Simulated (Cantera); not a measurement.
## Silicon carbide growth: SiCl4 + C2H2 + H2

Feed: 1 mol SiCl4, 0.1 mol C2H2, 8.7 mol H2, held at 0.00130 bar.

Method: chemical equilibrium by Gibbs-energy minimisation in Cantera with the NASA 1993 tables (ideal gas, pure condensed phases). Candidate condensed phases: C, C6H6, C7H8, C8H18, Si, SiC; 109 gas species. The tables' values for SiCl3, SiCl are old estimates; treat these amounts as uncertain. Gases not in the tables: Si2H6 and higher silanes. Rates play no part.

From 875 °C to 1875 °C the condensed part is SiC(s). From 1975 °C to 2075 °C nothing is condensed. The main Si-bearing gas is SiCl4 at 875 °C and Si at 2075 °C.

```json
[
 {"T (°C)": "875", "x H2": "0.771", "x HCl": "0.152", "x H": "1.74e-6", "x Cl": "3.04e-7", "x SiCl2": "0.0310", "x Si": "6.60e-11", "x SiCl4": "0.0331", "n SiC(s)": "0.200"},
 {"T (°C)": "975", "x H2": "0.727", "x HCl": "0.198", "x H": "1.10e-5", "x Cl": "2.57e-6", "x SiCl2": "0.0566", "x Si": "2.50e-9", "x SiCl4": "0.00900", "n SiC(s)": "0.200"},
 {"T (°C)": "1075", "x H2": "0.711", "x HCl": "0.215", "x H": "5.41e-5", "x Cl": "1.36e-5", "x SiCl2": "0.0678", "x Si": "5.38e-8", "x SiCl4": "0.00159", "n SiC(s)": "0.200"},
 {"T (°C)": "1175", "x H2": "0.706", "x HCl": "0.219", "x H": "0.000215", "x Cl": "5.44e-5", "x SiCl2": "0.0714", "x Si": "7.65e-7", "x SiCl4": "0.000289", "n SiC(s)": "0.200"},
 {"T (°C)": "1275", "x H2": "0.704", "x HCl": "0.221", "x H": "0.000717", "x Cl": "0.000179", "x SiCl2": "0.0727", "x Si": "7.72e-6", "x SiCl4": "6.25e-5", "n SiC(s)": "0.200"},
 {"T (°C)": "1375", "x H2": "0.702", "x HCl": "0.221", "x H": "0.00207", "x Cl": "0.000511", "x SiCl2": "0.0731", "x Si": "5.86e-5", "x SiCl4": "1.61e-5", "n SiC(s)": "0.200"},
 {"T (°C)": "1475", "x H2": "0.699", "x HCl": "0.221", "x H": "0.00530", "x Cl": "0.00129", "x SiCl2": "0.0726", "x Si": "0.000350", "x SiCl4": "4.80e-6", "n SiC(s)": "0.200"},
 {"T (°C)": "1575", "x H2": "0.690", "x HCl": "0.221", "x H": "0.0122", "x Cl": "0.00298", "x SiCl2": "0.0703", "x Si": "0.00165", "x SiCl4": "1.62e-6", "n SiC(s)": "0.200"},
 {"T (°C)": "1675", "x H2": "0.670", "x HCl": "0.225", "x H": "0.0257", "x Cl": "0.00646", "x SiCl2": "0.0637", "x Si": "0.00591", "x SiCl4": "6.01e-7", "n SiC(s)": "0.198"},
 {"T (°C)": "1775", "x H2": "0.633", "x HCl": "0.233", "x H": "0.0494", "x Cl": "0.0135", "x SiCl2": "0.0507", "x Si": "0.0151", "x SiCl4": "2.30e-7", "n SiC(s)": "0.192"},
 {"T (°C)": "1875", "x H2": "0.578", "x HCl": "0.238", "x H": "0.0879", "x Cl": "0.0265", "x SiCl2": "0.0335", "x Si": "0.0283", "x SiCl4": "8.01e-8", "n SiC(s)": "0.160"},
 {"T (°C)": "1975", "x H2": "0.505", "x HCl": "0.226", "x H": "0.145", "x Cl": "0.0468", "x SiCl2": "0.0184", "x Si": "0.0445", "x SiCl4": "2.24e-8", "n SiC(s)": "0"},
 {"T (°C)": "2075", "x H2": "0.429", "x HCl": "0.198", "x H": "0.224", "x Cl": "0.0743", "x SiCl2": "0.00754", "x Si": "0.0532", "x SiCl4": "4.38e-9", "n SiC(s)": "0"}
]
```
x: gas mole fraction; n: condensed amount in mol.
